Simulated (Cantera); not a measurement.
A freely propagating, adiabatic, planar premixed flame of H2 : O2 : N2 = 1 : 0.179 : 0.821 (molar parts), equivalence ratio 2.8, unburnt at 425 K and 6750 Torr; mixture-averaged transport, grid criteria slope 0.08 and curve 0.16, no radiation.

Cantera simulation using the H2/O2 subset of GRI-Mech 3.0, which has no nitrogen chemistry; the numbers are that mechanism's predictions, not measurements. The hydrogen kinetics of GRI-Mech 3.0 are dated; newer H2 mechanisms differ, most at raised pressure. Burning velocities carry a grid error of a few per cent, more on coarse grids.

```
quantity                     before      after
------------------------  ---------  ---------
laminar burning velocity   239 cm/s   162 cm/s
thermal thickness         0.0340 mm  0.0402 mm
peak x(O)                  0.000331   0.000200
peak x(H)                    0.0156     0.0102
peak x(OH)                 0.000585   0.000349
```

Question: Which change was made?
(A) inlet temperature 425 to 600 K
(B) N2 0.821 to 1 parts
(C) inlet temperature 425 to 700 K
(D) inlet temperature 425 to 650 K

Answer: B, N2 0.821 to 1 parts
